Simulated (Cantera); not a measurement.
A Cantera script and what it prints.

```python
import numpy as np
import cantera as ct

gas_names = [...]  # 110 gases of nasa_gas.yaml made of C, H, O
cond_names = """
    C(gr) C6H6(L) C7H8(L) C8H18(L),n-octa H2O(s) H2O(L)
""".split()


# ... load() reads the species with a 1 bar reference pressure and builds the phases ...
atoms = {
    'C2H2': {'C': 2, 'H': 2},
    'H2O': {'H': 2, 'O': 1},
}
top_T = {'C(gr)': 4500}  # K; cautious upper limits of use, not melting points


# ... equilibrate(T, P, feed) seeds the gas with the atoms and calls Mixture.equilibrate('TP', solver="vcs", rtol=1e-11, max_steps=5000) ...
results = []
feed = {'C2H2': 1, 'H2O': 1.2}  # mol
T = 2300  # K
P = 2300  # Pa
mix = equilibrate(T, P, feed)
results.append((T, P, feed, dict(zip(mix.species_names, mix.species_moles))))
x = sorted(zip(gas.X, gas.species_names), reverse=True)
print(f"T = {T:g} K  P = {P:g} Pa  gas = {mix.phase_moles(0):.4g} mol")
print("   x: " + "  ".join(f"{s} {v:.3e}" for v, s in x if v > 1e-06))
print("   condensed (mol): " + ("  ".join(f"{mix.phase(i).name} {mix.phase_moles(i):.4g}"
      for i in range(1, mix.n_phases) if mix.phase_moles(i) > 1e-12) or "none"))
```

Result:

```
T = 2300 K  P = 2300 Pa  gas = 3.486 mol
   x: H2 6.036e-01  CO 3.442e-01  H 4.958e-02  C2H2,acetylene 2.608e-03  C2H 9.677e-06  C4H2 4.616e-06  CH3 2.768e-06  CH4 1.794e-06
   condensed (mol): C(gr) 0.7816
```

Cantera equilibrium calculation (NASA polynomials, part measured and part estimated; ideal gas, pure solids and liquids).
